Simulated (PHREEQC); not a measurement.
## Polishing slurry liquid (model solution)

Consider water at 25 °C with 0.25 mol/kgw H2SO4, 1.1e-05 mol/kgw H4SiO4 and 0.021 mol/kgw CO2. Closed to the air; pH follows from the charge balance.

Computed with PHREEQC (ion-association model, phreeqc.dat).

Each row changes one thing in this solution. Precipitation was switched off in this run.

```json
[
 {"case": "as made", "pH": "0.66", "ionic strength (mol/kgw)": "0.311", "(CO2)2 (mol/kgw)": "8.68e-6", "HCO3- (mol/kgw)": "6.30e-8", "SI of Quartz (SiO2)": "-0.94"},
 {"case": "H4SiO4 from 1.1e-05 to 1.65e-05 mol/kgw", "pH": "0.66", "ionic strength (mol/kgw)": "0.311", "(CO2)2 (mol/kgw)": "8.68e-6", "HCO3- (mol/kgw)": "6.30e-8", "SI of Quartz (SiO2)": "-0.76"},
 {"case": "H2SO4 left out", "pH": "4.02", "ionic strength (mol/kgw)": "9.75e-5", "(CO2)2 (mol/kgw)": "8.01e-6", "HCO3- (mol/kgw)": "9.75e-5", "SI of Quartz (SiO2)": "-0.98"},
 {"case": "H4SiO4 from 1.1e-05 to 1.1e-06 mol/kgw", "pH": "0.66", "ionic strength (mol/kgw)": "0.311", "(CO2)2 (mol/kgw)": "8.68e-6", "HCO3- (mol/kgw)": "6.30e-8", "SI of Quartz (SiO2)": "…"},
 {"case": "temperature from 25 to 10 °C", "pH": "0.65", "ionic strength (mol/kgw)": "0.327", "(CO2)2 (mol/kgw)": "5.08e-6", "HCO3- (mol/kgw)": "…", "SI of Quartz (SiO2)": "-0.70"},
 {"case": "diluted 10-fold with water", "pH": "1.53", "ionic strength (mol/kgw)": "0.0438", "(CO2)2 (mol/kgw)": "8.18e-8", "HCO3- (mol/kgw)": "3.82e-8", "SI of Quartz (SiO2)": "-1.97"},
 {"case": "H4SiO4 replaced by (NH4)2SiF6 at the same molality", "pH": "0.66", "ionic strength (mol/kgw)": "0.311", "(CO2)2 (mol/kgw)": "8.68e-6", "HCO3- (mol/kgw)": "6.30e-8", "SI of Quartz (SiO2)": "-0.94"},
 {"case": "H4SiO4 from 1.1e-05 to 0.00011 mol/kgw", "pH": "0.66", "ionic strength (mol/kgw)": "0.311", "(CO2)2 (mol/kgw)": "8.68e-6", "HCO3- (mol/kgw)": "6.30e-8", "SI of Quartz (SiO2)": "+0.06"}
]
```

### Question
Complete the blanks.

### Answer

- H4SiO4 from 1.1e-05 to 1.1e-06 mol/kgw, SI of Quartz (SiO2): -1.94
- temperature from 25 to 10 °C, HCO3- (mol/kgw): 4.73e-8

Complexes and solids missing from the database can't appear. Some of these states are supersaturated (in Quartz (slow to form), for instance). At this temperature some constants are extrapolated from 25 °C, and those without enthalpy data are left unchanged. SiF6-2 is the database's only silicon fluoride.
